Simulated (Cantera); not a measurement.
Input: 1 mol Al, a varied amount of HCl, 840 mol H2, equilibrated at 1173.15 K and 20.0 Pa.

These are equilibrium values from Cantera (NASA tables, ideal gas, pure condensed phases), not measurements of a reactor. Candidate condensed phases: Al, AlCl3; 12 gas species. The tables' values for AlCl2 are old estimates; treat these amounts as uncertain. The numbers say what is thermodynamically allowed, not how fast it happens.

x: gas mole fraction; n: condensed amount in mol.

```csv
n(HCl) (mol),x H2,x HCl,x AlCl,x Al,x AlCl2,x AlCl3,n Al(l)
0.51,0.999,9.69e-8,0.000606,6.50e-5,9.66e-10,<1e-12,0.431
0.8,0.999,1.52e-7,0.000951,6.50e-5,2.37e-9,<1e-12,0.141
1.1,0.999,___,0.00119,___,2.27e-6,___,0
1.4,0.998,___,0.00118,___,8.91e-6,___,0
1.7,0.998,0.000801,0.00116,1.51e-8,1.53e-5,7.67e-6,0
2,0.998,0.00114,0.00115,1.05e-8,2.15e-5,1.52e-5,0
2.3,0.997,0.00147,0.00113,8.04e-9,2.73e-5,2.51e-5,0
```

**Question.** Some entries are withheld; supply them.

**Answer.** 
- 1.1, x HCl: 0.000116
- 1.1, x Al: 1.06e-7
- 1.1, x AlCl3: 1.65e-7
- 1.4, x HCl: 0.000461
- 1.4, x Al: 2.65e-8
- 1.4, x AlCl3: 2.57e-6
